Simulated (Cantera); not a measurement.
Cantera with NASA thermochemical tables; ideal gases at 1 bar, condensed phases pure. Values are per mole of reaction as written; species without (g) are pure solids or liquids, kept so even where they would boil at 1 bar.

5 N₂(g) + P₄O₁₀ → 10 NO(g) + 2 P₂(g)

```tsv
T (K)	ΔH° (kJ)	ΔS° (J/K)	ΔG° (kJ)	log10 K
548	…	…	…	…
573	4196.2	1327.8	3435.4	-313.17
598	4193.8	1323.6	3402.3	-297.18
623	…	…	…	…
648	…	…	…	…
673	…	…	…	…
```

**Question.** Complete the blanks.

**Answer.** 
- 548, ΔH° (kJ): 4198.5
- 548, ΔS° (J/K): 1331.9
- 548, ΔG° (kJ): 3468.7
- 548, log10 K: -330.62
- 623, ΔH° (kJ): 4191.1
- 623, ΔS° (J/K): 1319.2
- 623, ΔG° (kJ): 3369.2
- 623, log10 K: -282.48
- 648, ΔH° (kJ): 4188.3
- 648, ΔS° (J/K): 1314.8
- 648, ΔG° (kJ): 3336.3
- 648, log10 K: -268.93
- 673, ΔH° (kJ): 4185.3
- 673, ΔS° (J/K): 1310.3
- 673, ΔG° (kJ): 3303.5
- 673, log10 K: -256.39
